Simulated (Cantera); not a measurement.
Feed: 1 mol Fe2O3, 21 mol HCl, 86 mol N2, at 9.80 Pa.

Cantera equilibrium calculation (NASA polynomials, part measured and part estimated; ideal gas, pure solids and liquids). Candidate condensed phases: Fe, FeCl2, FeCl3, FeO, Fe(OH)2, Fe(OH)3, Fe2O3, Fe3O4, H2O, NH4Cl; 37 gas species. Kinetics and transport are ignored. All values below are at 1123 K.

Base state: N2 0.802, HCl 0.175, H2O 0.0103, FeCl2 0.00867, Cl 0.00266, O2 0.00141, Cl2 0.000172, FeCl3 7.39e-5 (mole fractions); condensed: Fe2O3(s).

Q: What changes in the equilibrium state with this change: HCl from 21 to 88 mol?

A: 
| species | before | after |
|---|---|---|
| N2 | 0.802 | 0.492 |
| HCl | 0.175 | 0.474 |
| H2O | 0.0103 | 0.0151 |
| FeCl2 | 0.00867 | 0.0113 |
| Cl2 | 0.000172 | 0.000745 |
| FeCl3 | 7.39e-5 | 0.000199 |
| Fe2O3(s), mol | 0.531 | 0 |
